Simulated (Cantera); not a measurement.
A closed system holds: 1 mol SiHCl3, 44 mol N2, 0.26 mol H2, at 31000 Pa.

Method: chemical equilibrium by Gibbs-energy minimisation in Cantera with the NASA 1993 tables (ideal gas, pure condensed phases). Candidate condensed phases: NH4Cl, Si, Si3N4; 28 gas species. N2 is the only nitrogen source here; it is nearly inert below about 1500 K, so the nitride shown seldom forms there in practice. Rates play no part.

Task: What share of the Si ends up in condensed phases as a function of T (K), at 1248, 1348, 1448, 1548, 1648, 1748, 1848?

Result: 
```csv
T (K),Si condensed (%),as
1248,56.7,Si3N4(s)
1348,55.9,Si3N4(s)
1448,52.0,Si3N4(s)
1548,41.4,Si3N4(s)
1648,24.5,Si3N4(s)
1748,8.5,Si3N4(s)
1848,0.0,-
```
